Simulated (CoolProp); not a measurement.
Vapour-liquid equilibrium of dimethyl carbonate (1) + n-heptane (2) at 435.2 K; x and y are mole fractions of (1).

Model: multi-fluid Helmholtz-energy mixture model, Zhou 2011 and Span 2003; pair parameters Bell 2016, in CoolProp.

| x | bubble pressure, mixture model (bar) | bubble pressure, Raoult's law (bar) | y, mixture model | y, Raoult's law |
|---|---|---|---|---|
| 0.05 | ___ | 4.900 | 0.123 | 0.066 |
| 0.2 | 6.434 | 5.152 | 0.352 | 0.252 |
| 0.35 | 7.085 | 5.404 | 0.482 | 0.421 |
| 0.5 | ___ | 5.655 | 0.573 | 0.574 |
| 0.65 | 7.538 | 5.907 | 0.653 | 0.715 |
| 0.8 | ___ | 6.159 | 0.747 | 0.844 |
| 0.95 | 6.866 | 6.410 | 0.908 | 0.962 |

Question: What belongs in the gaps?

Answer: 
- 0.05, bubble pressure, mixture model (bar): 5.320
- 0.5, bubble pressure, mixture model (bar): 7.424
- 0.8, bubble pressure, mixture model (bar): 7.418

The largest gap from Raoult's law is +31.3 % in bubble pressure, at x = 0.5. y crosses x between x = 0.65 and 0.8: the model has an azeotrope there.

The pair parameters rest on a limited set of measurements; away from them the model extrapolates.
